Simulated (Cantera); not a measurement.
Gas mixture: 100 % NO, at 15.0 Torr, frozen composition.

Cantera's kinetic-theory transport with the Lennard-Jones parameters of GRI-Mech 3.0, ideal gas; thermal conductivity in the multicomponent form. The composition is frozen, though it would react at the higher temperatures.

D: mixture-averaged diffusion coefficient of that species in the mixture.

```json
[
 {"T (K)": "400", "ρ (kg/m³)": "0.0180", "cp (J/kg/K)": "998.6", "μ (µPa s)": "___", "λ (mW/m/K)": "32.5", "Pr": "0.711", "D (cm²/s) O": "26.7", "D (cm²/s) OH": "26.2", "D (cm²/s) NO": "0.000"},
 {"T (K)": "550", "ρ (kg/m³)": "0.0131", "cp (J/kg/K)": "1028", "μ (µPa s)": "___", "λ (mW/m/K)": "41.9", "Pr": "0.709", "D (cm²/s) O": "45.9", "D (cm²/s) OH": "45.0", "D (cm²/s) NO": "0.000"},
 {"T (K)": "700", "ρ (kg/m³)": "0.0103", "cp (J/kg/K)": "1067", "μ (µPa s)": "___", "λ (mW/m/K)": "51.2", "Pr": "0.708", "D (cm²/s) O": "68.9", "D (cm²/s) OH": "67.5", "D (cm²/s) NO": "0.000"},
 {"T (K)": "850", "ρ (kg/m³)": "0.00849", "cp (J/kg/K)": "1104", "μ (µPa s)": "___", "λ (mW/m/K)": "60.2", "Pr": "0.708", "D (cm²/s) O": "95.3", "D (cm²/s) OH": "93.4", "D (cm²/s) NO": "0.000"},
 {"T (K)": "1000", "ρ (kg/m³)": "0.00722", "cp (J/kg/K)": "1133", "μ (µPa s)": "___", "λ (mW/m/K)": "68.8", "Pr": "0.707", "D (cm²/s) O": "125", "D (cm²/s) OH": "123", "D (cm²/s) NO": "0.000"},
 {"T (K)": "1150", "ρ (kg/m³)": "0.00628", "cp (J/kg/K)": "1153", "μ (µPa s)": "___", "λ (mW/m/K)": "76.7", "Pr": "0.707", "D (cm²/s) O": "158", "D (cm²/s) OH": "155", "D (cm²/s) NO": "0.000"}
]
```

Fill in the missing entries.


- 400, μ (µPa s): 23.1
- 550, μ (µPa s): 28.9
- 700, μ (µPa s): 34.0
- 850, μ (µPa s): 38.6
- 1000, μ (µPa s): 42.9
- 1150, μ (µPa s): 47.0
